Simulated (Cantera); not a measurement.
## Gas-phase reforming

An isothermal, constant-pressure homogeneous reactor starts with 44.1 % CH₄, 48.5 % H₂O, 7.49 % H₂, at 1373 K and 0.133 bar.

Cantera simulation using GRI-Mech 3.0 (53 species, 325 reactions); the numbers are that mechanism's predictions, not measurements.

```
t (s)     x CH₄  x H₂O    x H₂    x CH₂O    x C₂H₂
--------  -----  -----  ------  --------  --------
2.00e-5   0.441  0.485  0.0749    <1e-12    <1e-12
7.96e-5   0.441  0.485  0.0749    <1e-12    <1e-12
0.000317  0.441  0.485  0.0749  1.81e-12    <1e-12
0.00126   0.441  0.485  0.0749  1.08e-10  3.86e-12
0.00502   0.440  0.485  0.0749   4.83e-9   1.18e-9
0.0200    0.440  0.485  0.0750   6.32e-8   1.36e-7
0.0796    0.440  0.484  0.0754   3.50e-7   8.78e-6
0.317     0.436  0.484  0.0784   6.74e-7  0.000383
1.26      0.420  0.479  0.0934   6.19e-7   0.00489
5.02      0.368  0.460   0.146   4.45e-7    0.0230
20.0      0.247  0.415   0.269   2.14e-7    0.0616
```
x: mole fraction; the columns are a selection and need not sum to one.

Equilibrium at this temperature and pressure: CH₄ 1.92e-6, H₂O 0.0204, H₂ 0.745, CH₂O 1.05e-8, C₂H₂ 3.50e-11 (gas phase only).
